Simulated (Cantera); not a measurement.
A closed system holds: 1 mol MgO, 0.82 mol C, 8.6 mol H2, held at 10.0 mbar.

These are equilibrium values from Cantera (NASA tables, ideal gas, pure condensed phases), not measurements of a reactor. Candidate condensed phases: C, C6H6, C7H8, C8H18, H2O, Mg, MgCO3, MgO, Mg(OH)2; 116 gas species. The tables' values for MgH are old estimates; treat these amounts as uncertain. Rates play no part. All values below are at 1327 °C.

Base state: H2 0.839, CO 0.0801, Mg 0.0800, H 0.000498, MgH 8.38e-5, H2O 1.19e-5 (mole fractions); condensed: MgO(s).

Question: What changes in the equilibrium state with this change: pressure from 10.0 mbar to 29.0 Pa?

Answer: 
```csv
species,before,after
H2,0.839,0.836
Mg,0.0800,0.0803
CO,0.0801,0.0799
H,0.000498,0.00292
H2O,1.19e-5,0.000406
CO2,3.77e-7,1.29e-5
MgH,8.38e-5,1.43e-5
"MgO(s), mol",0.180,0.176
```

Question: What changes in the equilibrium state with this change: pressure from 10.0 mbar to 1.00 bar?

Answer: 
```tsv
species	before	after
H2	0.839	0.991
CO	0.0801	0.00362
Mg	0.0800	0.00358
CH4	5.69e-7	0.00160
C2H2 (acetylene)	5.65e-8	2.73e-5
H	0.000498	5.41e-5
MgO(s), mol	0.180	0.969
C(graphite), mol	0	0.774
```
